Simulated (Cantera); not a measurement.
Cantera run:

```python
import numpy as np
import cantera as ct

gas_names = """
    H HI HO2 H2 H2O H2O2 I I2 Mg MgH MgI MgI2 MgO MgOH MgO2H2 Mg2 O OH O2 O3
""".split()
cond_names = """
    H2O(s) H2O(L) I2(cr) I2(L) Mg(cr) Mg(L) MgI2(s) MgI2(L) MgO(s) MgO(L) MgO2H2(s)
""".split()


# ... load() reads the species with a 1 bar reference pressure and builds the phases ...
atoms = {
    'MgO': {'Mg': 1, 'O': 1},
    'HI': {'H': 1, 'I': 1},
}
top_T = {}  # K; cautious upper limits of use, not melting points


# ... equilibrate(T, P, feed) seeds the gas with the atoms and calls Mixture.equilibrate('TP', solver="vcs", rtol=1e-11, max_steps=5000) ...
results = []
feed = {'MgO': 1, 'HI': 0.051}  # mol
T = 1675  # K
P = 101325  # Pa
mix = equilibrate(T, P, feed)
results.append((T, P, feed, dict(zip(mix.species_names, mix.species_moles))))
print(gas.report(threshold=1e-06))
for i in range(1, mix.n_phases):
    print(f"{mix.phase(i).name:16s} {mix.phase_moles(i):12.5e} mol")
```

Output:

```
       temperature   1675 K
          pressure   1.0133e+05 Pa
           density   0.76937 kg/m^3
  mean mol. weight   105.75 kg/kmol
   phase of matter   gas

                          1 kg             1 kmol
                     ---------------   ---------------
          enthalpy        6.7028e+05         7.088e+07  J
   internal energy        5.3858e+05        5.6953e+07  J
           entropy            2352.4        2.4876e+05  J/K
    Gibbs function         -3.27e+06       -3.4579e+08  J
 heat capacity c_p            299.76             31698  J/K
 heat capacity c_v            221.13             23384  J/K

                      mass frac. Y      mole frac. X     chem. pot. / RT
                     ---------------   ---------------   ---------------
                 H        5.0893e-07        5.3391e-05           -10.229
                HI           0.34595             0.286            -27.53
                H2         0.0040846           0.21425           -20.458
               H2O         0.0082532          0.048446           -47.099
                 I           0.45239           0.37697           -17.301
                I2          0.062007          0.025834           -34.602
               MgI        0.00011673        8.1633e-05           -42.067
              MgI2            0.1272          0.048364           -59.368
     [  +12 minor]        2.1142e-07        9.5364e-07

I2(L)             0.00000e+00 mol
Mg(L)             0.00000e+00 mol
MgI2(L)           0.00000e+00 mol
MgO(s)            9.96955e-01 mol
```

Equilibrium computed with Cantera from the NASA thermochemical tables; the gas is ideal and each condensed phase is pure.
